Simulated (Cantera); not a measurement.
A freely propagating, adiabatic, planar premixed flame of CH₃OH : O₂ : N₂ = 1 : 1.15 : 4.34 (molar parts), equivalence ratio 1.3, unburnt at 623 K and 7500 Torr; mixture-averaged transport, grid criteria slope 0.08 and curve 0.16, no radiation.

Computed with Cantera and GRI-Mech 3.0 (53 species, 325 reactions). GRI-Mech 3.0 was tuned for natural gas; its chemistry of methanol as a main component is partial and can be far from experiment. Burning velocities carry a grid error of a few per cent, more on coarse grids.

How do the results move with these cheaper or finer settings: unity-Lewis-number transport; multicomponent transport; multicomponent+Soret transport; grid criteria slope 0.5, curve 1; grid criteria slope 0.25, curve 0.5; grid criteria slope 0.03, curve 0.06?


| setting | laminar burning velocity | thermal thickness | peak x(CH₂O) | peak x(CH₂) | grid points |
|---|---|---|---|---|---|
| as above | 100 cm/s | 0.0337 mm | 0.0124 | 9.56e-6 | 138 |
| unity-Lewis-number transport | 74.9 cm/s | 0.0420 mm | 0.00829 | 1.20e-5 | 134 |
| multicomponent transport | 101 cm/s | 0.0342 mm | 0.0125 | 9.61e-6 | 139 |
| multicomponent+Soret transport | 98.5 cm/s | 0.0345 mm | 0.0125 | 9.39e-6 | 139 |
| grid criteria slope 0.5, curve 1 | 115 cm/s | 0.0371 mm | 0.0124 | 1.03e-5 | 36 |
| grid criteria slope 0.25, curve 0.5 | 106 cm/s | 0.0347 mm | 0.0124 | 9.80e-6 | 60 |
| grid criteria slope 0.03, curve 0.06 | 98.2 cm/s | 0.0335 mm | 0.0124 | 9.46e-6 | 337 |
The base run took around 12 core-seconds (rough).
Unity Lewis numbers drop preferential diffusion, which matters most where H2 and H carry the flame; Soret adds thermal diffusion.
